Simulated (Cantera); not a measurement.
Charge: 1 mol SiF4, 0.061 mol C3H8, a varied amount of H2, held at 1225 °C and 83000 Pa.

Method: chemical equilibrium by Gibbs-energy minimisation in Cantera with the NASA 1993 tables (ideal gas, pure condensed phases). Candidate condensed phases: C, C6H6, C7H8, C8H18, Si, SiC; 113 gas species. The tables' values for SiF3, SiF2 are old estimates; treat these amounts as uncertain. Rates play no part.

log p: log10 of the partial pressure in bar; n: condensed amount in mol.

```
n(H2) (mol)  log p H2  log p SiF4  log p HF  log p SiHF3  n C(graphite)    n SiC(s)
-----------  --------  ----------  --------  -----------  -------------  ----------
28              -0.10       -1.61     -2.35        -2.67          0.121  (withheld)
40              -0.09       -1.77     -2.39        -2.79         0.0863  (withheld)
57              -0.09       -1.93     -2.43        -2.91         0.0380  (withheld)
80              -0.09       -2.09     -2.48        -3.01              0  (withheld)
110             -0.09       -2.25     -2.56        -3.09              0  (withheld)
160             -0.09       -2.43     -2.65        -3.18              0  (withheld)
230             -0.08       -2.62     -2.74        -3.28              0  (withheld)
320             -0.08       -2.79     -2.82        -3.37              0  (withheld)
460             -0.08       -2.99     -2.92        -3.47              0  (withheld)
650             -0.08       -3.19     -3.01        -3.58              0      0.0679
920             -0.08       -3.40     -3.11        -3.69              0      0.0733
```

Question: What belongs in the gaps?

Answer: 
- 28, n SiC(s): 0.00398
- 40, n SiC(s): 0.0125
- 57, n SiC(s): 0.0242
- 80, n SiC(s): 0.0348
- 110, n SiC(s): 0.0392
- 160, n SiC(s): 0.0449
- 230, n SiC(s): 0.0507
- 320, n SiC(s): 0.0562
- 460, n SiC(s): 0.0623
